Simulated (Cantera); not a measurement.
An isothermal, constant-pressure homogeneous reactor starts with 8.44 % CH4, 89.8 % H2, 1.80 % H, at 1475 K and 100.0 Torr.

Model: GRI-Mech 3.0 (53 species, 325 reactions), integrated in Cantera. GRI-Mech 3.0 stops at C3 and has no aromatics, soot or wall deposition, so with more carbon than oxygen in the feed, carbon stays in small species such as C2H2 where larger ones or solid carbon would form.

Question: Predict: x(CH4) at 2.00 s; x(H2) at 2.00 s; x(H) at 2.00 s; x(C2H2) at 2.00 s; x(CH2) at 2.00 s; x(C2H6) at 2.00 s.

Answer: 
```
Property                                              Value
-----------------  ----------------------------------------
x(CH4) at 2.00 s      0.0718 (gas-phase equilibrium 0.0228)
x(H2) at 2.00 s         0.922 (gas-phase equilibrium 0.948)
x(H) at 2.00 s      2.81e-5 (gas-phase equilibrium 3.48e-5)
x(C2H2) at 2.00 s    0.00579 (gas-phase equilibrium 0.0275)
x(CH2) at 2.00 s   1.06e-9 (gas-phase equilibrium 4.97e-10)
x(C2H6) at 2.00 s   6.02e-6 (gas-phase equilibrium 1.68e-6)
```
